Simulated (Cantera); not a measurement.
Input: 1 mol Al(CH3)3, 4.9 mol N2O, 490 mol N2, held at 673 K and 0.0230 bar.

Cantera equilibrium calculation (NASA polynomials, part measured and part estimated; ideal gas, pure solids and liquids). Candidate condensed phases: Al, AlN, Al2O3, C, C6H6, C7H8, C8H18, H2O; 148 gas species. The feed counts by its element totals alone. Kinetics and transport are ignored.

Base state: N2 0.987, H2 0.00840, CO 0.00248, CO2 0.00189, H2O 0.000521, CH4 2.48e-5 (mole fractions); condensed: Al2O3(s) + C(graphite).

Question: What changes in the equilibrium state with this change: N2O from 4.9 to 3.7 mol?

Answer: 
| species | before | after |
|---|---|---|
| N2 | 0.987 | 0.988 |
| H2 | 0.00840 | 0.00855 |
| CO | 0.00248 | 0.00187 |
| CO2 | 0.00189 | 0.00107 |
| H2O | 0.000521 | 0.000400 |
| CH4 | 2.48e-5 | 2.57e-5 |
| Al2O3(s), mol | 0.500 | 0.500 |
| C(graphite), mol | 0.795 | 1.52 |

Question: What changes in the equilibrium state with this change: N2 from 490 to 28 mol?

Answer: 
```
species             before    after
----------------  --------  -------
N2                   0.987    0.849
H2                 0.00840   0.0891
CO2                0.00189   0.0283
H2O               0.000521   0.0214
CH4                2.48e-5  0.00279
CO                 0.00248  0.00963
Al2O3(s), mol        0.500    0.500
C(graphite), mol     0.795     1.42
```
